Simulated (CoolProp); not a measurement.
Values from CoolProp's reference Helmholtz-energy equation of state, Leachman 2009.

**Question.** For normal hydrogen, give the phase and the cp (kJ/(kg K)), speed of sound (m/s) at 504.1 K and 4.26 MPa; 471.3 K and 0.216 MPa; 233 K and 6.12 MPa.

**Answer.** 
- 504.1 K and 4.26 MPa: supercritical; cp 14.5, speed of sound 1730
- 471.3 K and 0.216 MPa: gas; cp 14.5, speed of sound 1650
- 233 K and 6.12 MPa: supercritical; cp 14.2, speed of sound 1230
